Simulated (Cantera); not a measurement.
Cantera run:

```python
import numpy as np
import cantera as ct

gas_names = """
    Fe FeO N NO NO2 NO3 N2 N2O O O2 O3
""".split()
cond_names = """
    Fe(a) Fe(c) Fe(d) Fe(L) FeO(s) FeO(L) Fe2O3(s) Fe3O4(s)
""".split()


# ... load() reads the species with a 1 bar reference pressure and builds the phases ...
atoms = {
    'Fe2O3': {'Fe': 2, 'O': 3},
    'O2': {'O': 2},
    'N2': {'N': 2},
}
top_T = {'Fe2O3(s)': 1830, 'Fe3O4(s)': 1870}  # K; cautious upper limits of use, not melting points


# ... equilibrate(T, P, feed) seeds the gas with the atoms and calls Mixture.equilibrate('TP', solver="vcs", rtol=1e-11, max_steps=5000) ...
results = []
feed = {'Fe2O3': 1, 'O2': 0.83, 'N2': 5}  # mol
P = 21000  # Pa
for T in [773, 873, 973, 1073, 1173, 1273, 1373, 1473, 1573, 1673, 1773]:
    mix = equilibrate(T, P, feed)
    results.append((T, P, feed, dict(zip(mix.species_names, mix.species_moles))))

top = {s: max(r[3][s] / sum(r[3][g] for g in gas_names) for r in results) for s in gas_names}
cols = sorted((s for s in top if top[s] > 0.0001), key=lambda s: -top[s])[:7]
seen = [c for c in cond_names if any(r[3].get(c, 0) > 1e-12 for r in results)]
print("log10 of partial pressures in bar; condensed amounts in mol")
print(f"{'T/K':>10s}" + "".join(f"{s[:9]:>10s}" for s in cols + seen))
for T, P, feed, n in results:
    ng = sum(n[g] for g in gas_names)
    print(f"{T:10.4g}" + "".join(f"{np.log10(max(n[s] / ng * P / 1e5, 1e-99)):10.3f}" for s in cols)
          + "".join(f"{n.get(c, 0):10.4g}" for c in seen))
```

Output:

```
log10 of partial pressures in bar; condensed amounts in mol
       T/K        N2        O2        NO  Fe2O3(s)  Fe3O4(s)
       773    -0.744    -1.524    -6.650         1         0
       873    -0.744    -1.524    -5.943         1         0
       973    -0.744    -1.524    -5.381         1         0
      1073    -0.744    -1.524    -4.924         1         0
      1173    -0.745    -1.525    -4.544         1         0
      1273    -0.745    -1.525    -4.224         1         0
      1373    -0.745    -1.525    -3.951         1         0
      1473    -0.745    -1.526    -3.715         1         0
      1573    -0.746    -1.522    -3.508    0.9342   0.04384
      1673    -0.757    -1.460    -3.301         0    0.6667
      1773    -0.758    -1.462    -3.141         0    0.6667
```

Cantera equilibrium calculation (NASA polynomials, part measured and part estimated; ideal gas, pure solids and liquids). Mutual solubility and eutectic melting of coexisting phases are not modelled.
